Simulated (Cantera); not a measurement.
Charge: 1 mol SiH4, 4.8 mol N2O, 1.2 mol N2, at 0.110 bar.

Cantera equilibrium calculation (NASA polynomials, part measured and part estimated; ideal gas, pure solids and liquids). Candidate condensed phases: H2O, Si, SiO2, Si2N2O, Si3N4; 35 gas species. The tables hold silica as quartz up to 1696 K and as liquid above; real silica turns to tridymite and cristobalite and melts near 1996 K. Gases not in the tables: Si(OH)4. The numbers say what is thermodynamically allowed, not how fast it happens.

x: gas mole fraction; n: condensed amount in mol.

| T (K) | x N2 | x H2O | x O2 | x NO | x OH | x H2 | x O | n SiO2(β-quartz) | n SiO2(condensed) |
|---|---|---|---|---|---|---|---|---|---|
| 900 | 0.714 | 0.238 | 0.0476 | 4.18e-6 | ___ | 1.05e-11 | 3.54e-12 | 1.00 | 0 |
| 975 | 0.714 | 0.238 | 0.0476 | 1.07e-5 | ___ | 1.34e-10 | 4.75e-11 | 1.00 | 0 |
| 1050 | 0.714 | 0.238 | 0.0476 | 2.39e-5 | ___ | 1.19e-9 | 4.40e-10 | 1.00 | 0 |
| 1125 | 0.714 | 0.238 | 0.0476 | 4.81e-5 | ___ | 7.93e-9 | 3.04e-9 | 1.00 | 0 |
| 1200 | 0.714 | 0.238 | 0.0476 | 8.86e-5 | ___ | 4.18e-8 | 1.65e-8 | 1.00 | 0 |
| 1275 | 0.714 | 0.238 | 0.0475 | 0.000152 | ___ | 1.82e-7 | 7.34e-8 | 1.00 | 0 |
| 1350 | 0.714 | 0.238 | 0.0475 | 0.000245 | ___ | 6.72e-7 | 2.77e-7 | 1.00 | 0 |
| 1425 | 0.714 | 0.238 | 0.0474 | 0.000376 | ___ | 2.17e-6 | 9.11e-7 | 1.00 | 0 |
| 1500 | 0.714 | 0.238 | 0.0473 | 0.000553 | ___ | 6.24e-6 | 2.66e-6 | 1.00 | 0 |
| 1575 | 0.714 | 0.238 | 0.0472 | 0.000783 | ___ | 1.63e-5 | 7.01e-6 | 1.00 | 0 |
| 1650 | 0.714 | 0.238 | 0.0470 | 0.00107 | ___ | 3.88e-5 | 1.69e-5 | 1.00 | 0 |
| 1725 | 0.713 | 0.238 | 0.0467 | 0.00143 | ___ | 8.61e-5 | 3.78e-5 | 0 | 1.00 |
| 1800 | 0.713 | 0.237 | 0.0464 | 0.00186 | ___ | 0.000179 | 7.90e-5 | 0 | 1.000 |
| 1875 | 0.713 | 0.237 | 0.0460 | 0.00236 | ___ | 0.000350 | 0.000156 | 0 | 1.000 |

### Question
What belongs in the gaps?

### Answer

- 900, x OH: 2.43e-8
- 975, x OH: 1.29e-7
- 1050, x OH: 5.39e-7
- 1125, x OH: 1.87e-6
- 1200, x OH: 5.53e-6
- 1275, x OH: 1.44e-5
- 1350, x OH: 3.39e-5
- 1425, x OH: 7.27e-5
- 1500, x OH: 0.000144
- 1575, x OH: 0.000269
- 1650, x OH: 0.000472
- 1725, x OH: 0.000790
- 1800, x OH: 0.00126
- 1875, x OH: 0.00195
